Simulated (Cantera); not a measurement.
An isothermal plug-flow reactor at 725 K and 2.00 bar (inlet), inlet velocity 0.25 m/s, active area per volume 230 1/m; feed CO : O2 : N2 : H2O = 0.011 : 0.11 : 0.79 : 0.049 (molar parts).

Model: Deutschmann's 1995 Pt surface mechanism with GRI-Mech 3.0 gas chemistry, integrated in Cantera. Catalytic surfaces can have several steady states; this one follows from the mechanism file's or the stated starting coverage. Mass transfer to the wall is taken as infinitely fast.

Question: Predict: x(CO) at z = 0.0074 m; x(O2) at z = 0.0074 m; x(H2O) at z = 0.0074 m; x(CO2) at z = 0.0074 m; θ(free Pt) at the exit; θ(O*) at the exit; θ(OH*) at the exit.

Answer: 
| Property | Value |
|---|---|
| x(CO) at z = 0.0074 m | 0.00383 |
| x(O2) at z = 0.0074 m | 0.111 |
| x(H2O) at z = 0.0074 m | 0.0512 |
| x(CO2) at z = 0.0074 m | 0.00767 |
| θ(free Pt) at the exit | 0.0123 |
| θ(O*) at the exit | 0.981 |
| θ(OH*) at the exit | 0.00582 |
